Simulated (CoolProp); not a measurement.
Vapour pressure (kPa) of nitrous oxide: the reference equation beside estimates from Tc = 309.5 K, pc = 7245 kPa, ω = 0.161. Clausius-Clapeyron is anchored at 216.9 K with a constant enthalpy of vaporisation of 14.73 kJ/mol.

Values from CoolProp's reference Helmholtz-energy equation of state, Lemmon 2006. It is a short technical equation, of lower accuracy than the large ones.

```json
[
 {"T (K)": "211.7", "reference": "403.5", "Lee-Kesler": "404.1", "Clausius-Clapeyron": "412.1", "van der Waals": "1289", "Redlich-Kwong": "519.3", "Soave-Redlich-Kwong": "403.9", "Peng-Robinson": "404.1"},
 {"T (K)": "216.9", "reference": "503.6", "Lee-Kesler": "504.7", "Clausius-Clapeyron": "503.6", "van der Waals": "1460", "Redlich-Kwong": "639.3", "Soave-Redlich-Kwong": "504.5", "Peng-Robinson": "503.3"},
 {"T (K)": "222", "reference": "619.0", "Lee-Kesler": "620.5", "Clausius-Clapeyron": "607.6", "van der Waals": "1642", "Redlich-Kwong": "775.3", "Soave-Redlich-Kwong": "620.5", "Peng-Robinson": "617.7"},
 {"T (K)": "227.2", "reference": "755.9", "Lee-Kesler": "757.9", "Clausius-Clapeyron": "729.3", "van der Waals": "1842", "Redlich-Kwong": "934.0", "Soave-Redlich-Kwong": "758.4", "Peng-Robinson": "753.5"},
 {"T (K)": "232.4", "reference": "914.1", "Lee-Kesler": "916.5", "Clausius-Clapeyron": "868.3", "van der Waals": "2057", "Redlich-Kwong": "1115", "Soave-Redlich-Kwong": "918.2", "Peng-Robinson": "910.7"},
 {"T (K)": "237.5", "reference": "1092", "Lee-Kesler": "1095", "Clausius-Clapeyron": "1023", "van der Waals": "2284", "Redlich-Kwong": "1314", "Soave-Redlich-Kwong": "1098", "Peng-Robinson": "1088"},
 {"T (K)": "242.7", "reference": "1298", "Lee-Kesler": "1301", "Clausius-Clapeyron": "1200", "van der Waals": "2530", "Redlich-Kwong": "1542", "Soave-Redlich-Kwong": "1307", "Peng-Robinson": "1293"},
 {"T (K)": "247.9", "reference": "1532", "Lee-Kesler": "1534", "Clausius-Clapeyron": "1399", "van der Waals": "2792", "Redlich-Kwong": "1796", "Soave-Redlich-Kwong": "1543", "Peng-Robinson": "1526"}
]
```

Absolute difference from the reference over all 8 rows, mean and median: Lee-Kesler 0.2 and 0.2 %, Clausius-Clapeyron 4.4 and 4.3 %, van der Waals 141.2 and 134.4 %, Redlich-Kwong 22.8 and 22.8 %, Soave-Redlich-Kwong 0.4 and 0.4 %, Peng-Robinson 0.3 and 0.3 %.
